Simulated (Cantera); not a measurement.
Charge: 1 mol Pb, 0.84 mol O2, 2.6 mol H2, held at 1625 K and 54.0 Pa.

Cantera equilibrium calculation (NASA polynomials, part measured and part estimated; ideal gas, pure solids and liquids). Candidate condensed phases: H2O, Pb, PbO, PbO2, Pb3O4; 12 gas species. The numbers say what is thermodynamically allowed, not how fast it happens.

Base state: H2O 0.466, Pb 0.277, H2 0.255, H 0.00153, PbO 0.000415, OH 0.000118 (mole fractions); condensed: gas only.

Q: What changes in the equilibrium state with this change: temperature from 1625 K to 1123 K?

A: 
| species | before | after |
|---|---|---|
| H2O | 0.466 | 0.467 |
| Pb | 0.277 | 0.278 |
| H2 | 0.255 | 0.256 |
| H | 0.00153 | 9.26e-7 |
| OH | 0.000118 | 8.71e-9 |
| PbO | 0.000415 | 7.04e-6 |
